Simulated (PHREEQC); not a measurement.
Dissolve 0.0041 mol CuCl2, 0.015 mol H2SO4 and 0.16 mol NaCl per kg of water at 25 °C. Closed to the air; pH follows from the charge balance.

The numbers come from PHREEQC with the ion-association model, wateq4f.dat.

No solid was allowed to form.

Question: Predict the pH, ionic strength.

Answer: pH 1.71; ionic strength 0.200 mol/kgw.

Question: In which forms is S present?

Answer: SO4-2 49 %, HSO4- 37 %, NaSO4- 11 %, CuSO4 2.9 % of the S.

Complexes and solids missing from the database can't appear.
